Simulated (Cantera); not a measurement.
Input: 1 mol C₂F₆, 0.76 mol HCl, 1.2 mol Si, equilibrated at 1327 °C and 10.0 Torr.

Cantera equilibrium calculation (NASA polynomials, part measured and part estimated; ideal gas, pure solids and liquids). Candidate condensed phases: C, C₆H₆, C₇H₈, C₈H₁₈, Si, SiC; 143 gas species. The feed counts by its element totals alone. Gases not in the tables: C₂F₆ and larger saturated fluorocarbons. Rates play no part.

What is the equilibrium state?


```
Quantity                              Value
--------------------------------  ---------
x(SiF₄)                               0.449
x(HF)                                 0.256
x(Cl)                                 0.182
x(CF₄)                               0.0472
x(Cl₂)                               0.0366
x(HCl)                               0.0278
x(CClF₃)                           0.000907
x(CF₂)                             0.000325
x(F)                               0.000115
n(C(graphite))                     1.87 mol
gas amount                        2.675 mol
log10 activity of Si(s) (absent)     -21.70
```
